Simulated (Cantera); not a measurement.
Cantera with NASA thermochemical tables; ideal gases at 1 bar, condensed phases pure. Values are per mole of reaction as written; species without (g) are pure solids or liquids, kept so even where they would boil at 1 bar.

2 HBr(g) + Ba → H2(g) + BaBr2

| T (K) | ΔH° (kJ) | ΔS° (J/K) | ΔG° (kJ) | log10 K | condensed phases |
|---|---|---|---|---|---|
| 300 | ___ | ___ | ___ | ___ | Ba(s), BaBr2(s) |
| 1025 | ___ | ___ | ___ | ___ | Ba(l), BaBr2(s) |
| 1100 | ___ | ___ | ___ | ___ | Ba(l), BaBr2(s) |
| 1175 | -643.4 | -133.0 | -487.1 | 21.66 | Ba(l), BaBr2(l) |
| 1250 | -641.2 | -131.2 | -477.2 | 19.94 | Ba(l), BaBr2(l) |
| 1325 | -639.1 | -129.5 | -467.4 | 18.43 | Ba(l), BaBr2(l) |

Problem. Complete the blanks.

Solution. 
- 300, ΔH° (kJ): -684.8
- 300, ΔS° (J/K): -180.4
- 300, ΔG° (kJ): -630.7
- 300, log10 K: 109.81
- 1025, ΔH° (kJ): -678.7
- 1025, ΔS° (J/K): -164.3
- 1025, ΔG° (kJ): -510.3
- 1025, log10 K: 26.00
- 1100, ΔH° (kJ): -677.3
- 1100, ΔS° (J/K): -163.0
- 1100, ΔG° (kJ): -498.0
- 1100, log10 K: 23.65
